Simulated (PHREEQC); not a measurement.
Dissolve 0.013 mol/kgw FeSO4, 0.0016 mol/kgw CaCl2 and 0.064 mol/kgw H2SO4 at 25 °C. Closed to the air; pH follows from the charge balance.

The numbers come from PHREEQC with the ion-association model, wateq4f.dat.

Each row changes one thing in this solution. This is a speciation only: nothing precipitates in the calculation.

```tsv
case	pH	ionic strength (mol/kgw)	HSO4- (mol/kgw)	SO4-2 (mol/kgw)	Fe+2 (mol/kgw)	FeSO4 (mol/kgw)	SI of Melanterite (FeSO4:7H2O)
as made	1.22	0.121	0.0519	0.0192	0.00776	0.00342	-2.50
H2SO4 from 0.064 to 0.64 mol/kgw	0.30	0.742	0.599	0.0446	0.00495	(withheld)	-2.93
CaCl2 replaced by KCl at the same molality	1.22	0.120	0.0523	0.0194	0.00771	0.00345	-2.50
H2SO4 from 0.064 to 0.0128 mol/kgw	(withheld)	0.0583	0.00886	0.0121	0.00874	0.00381	-2.46
diluted 100-fold with water	2.94	0.00231	6.65e-5	0.000692	0.000120	(withheld)	-5.05
temperature from 25 to 60 °C	(withheld)	0.105	(withheld)	0.0109	0.00764	0.00329	-3.11
```

Problem. Complete the blanks.

Solution. 
- H2SO4 from 0.064 to 0.64 mol/kgw, FeSO4 (mol/kgw): 0.00129
- H2SO4 from 0.064 to 0.0128 mol/kgw, pH: 1.86
- diluted 100-fold with water, FeSO4 (mol/kgw): 9.76e-6
- temperature from 25 to 60 °C, pH: 1.27
- temperature from 25 to 60 °C, HSO4- (mol/kgw): 0.0602

The ionic strength passes 0.7 mol/kgw, the rough limit of the ion-association models, in H2SO4 from 0.064 to 0.64 mol/kgw. Species that the database lacks are ignored. Constants without temperature data keep their 25 °C values here.
